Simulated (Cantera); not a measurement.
Feed: 1 mol SiCl₄, 30 mol NH₃, held at 1100 Pa.

Method: chemical equilibrium by Gibbs-energy minimisation in Cantera with the NASA 1993 tables (ideal gas, pure condensed phases). Candidate condensed phases: NH₄Cl, Si, Si₃N₄; 28 gas species. Kinetics and transport are ignored. All values below are at 1348 K.

Base state: H₂ 0.701, N₂ 0.234, HCl 0.0649, SiCl₂ 0.000127, H 1.85e-5 (mole fractions); condensed: Si₃N₄(s).

Q: What changes in the equilibrium state with this change: SiCl₄ replaced by SiH₄?

A: 
```tsv
species	before	after
H₂	0.701	0.766
N₂	0.234	0.234
H	1.85e-5	1.93e-5
HCl	0.0649	0
SiCl₂	0.000127	0
Si₃N₄(s), mol	0.330	0.333
```
